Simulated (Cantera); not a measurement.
Cantera run:

```python
import numpy as np
import cantera as ct

gas_names = """
    Br Br2 H HBr H2 Si SiBr SiBr2 SiBr3 SiBr4 SiH SiHBr3 SiH2 SiH2Br2 SiH3 SiH3Br SiH4 Si2 Si3
""".split()
cond_names = """
    Br2(cr) Br2(L) Si(cr) Si(L)
""".split()


# ... load() reads the species with a 1 bar reference pressure and builds the phases ...
atoms = {
    'Si': {'Si': 1},
    'HBr': {'H': 1, 'Br': 1},
}
top_T = {}  # K; cautious upper limits of use, not melting points


# ... equilibrate(T, P, feed) seeds the gas with the atoms and calls Mixture.equilibrate('TP', solver="vcs", rtol=1e-11, max_steps=5000) ...
results = []
feed = {'Si': 1, 'HBr': 16}  # mol
P = 21  # Pa
for T in [600, 700, 800, 900, 1000, 1100, 1200, 1300, 1400, 1500]:
    mix = equilibrate(T, P, feed)
    results.append((T, P, feed, dict(zip(mix.species_names, mix.species_moles))))

top = {s: max(r[3][s] / sum(r[3][g] for g in gas_names) for r in results) for s in gas_names}
cols = sorted((s for s in top if top[s] > 1e-05), key=lambda s: -top[s])[:9]
seen = [c for c in cond_names if any(r[3].get(c, 0) > 1e-12 for r in results)]
print("log10 of partial pressures in bar; condensed amounts in mol")
print(f"{'T/K':>10s}" + "".join(f"{s[:9]:>10s}" for s in cols + seen))
for T, P, feed, n in results:
    ng = sum(n[g] for g in gas_names)
    print(f"{T:10.4g}" + "".join(f"{np.log10(max(n[s] / ng * P / 1e5, 1e-99)):10.3f}" for s in cols)
          + "".join(f"{n.get(c, 0):10.4g}" for c in seen))
```

Result:

```
log10 of partial pressures in bar; condensed amounts in mol
       T/K       HBr        Br        H2     SiBr4     SiBr2     SiBr3         H    SiHBr3       Br2
       600    -3.775   -12.170    -4.553    -4.854   -17.234   -13.355   -18.612   -10.489   -13.068
       700    -3.775   -10.300    -4.553    -4.854   -13.697   -11.188   -15.874    -9.597   -11.745
       800    -3.775    -8.892    -4.553    -4.854   -11.060    -9.571   -13.815    -8.936   -10.748
       900    -3.775    -7.794    -4.553    -4.854    -9.021    -8.319   -12.209    -8.426    -9.969
      1000    -3.775    -6.913    -4.553    -4.857    -7.402    -7.325   -10.921    -8.025    -9.343
      1100    -3.774    -6.184    -4.564    -4.890    -6.127    -6.552    -9.870    -7.740    -8.817
      1200    -3.769    -5.541    -4.632    -5.098    -5.318    -6.125    -9.021    -7.747    -8.310
      1300    -3.778    -5.008    -4.689    -5.659    -4.998    -6.138    -8.301    -8.127    -7.906
      1400    -3.821    -4.648    -4.617    -6.536    -4.928    -6.450    -7.621    -8.690    -7.753
      1500    -3.898    -4.401    -4.498    -7.489    -4.932    -6.849    -7.003    -9.278    -7.754
```

Method: chemical equilibrium by Gibbs-energy minimisation in Cantera with the NASA 1993 tables (ideal gas, pure condensed phases). The tables' values for SiBr3, SiBr are old estimates; treat these amounts as uncertain.
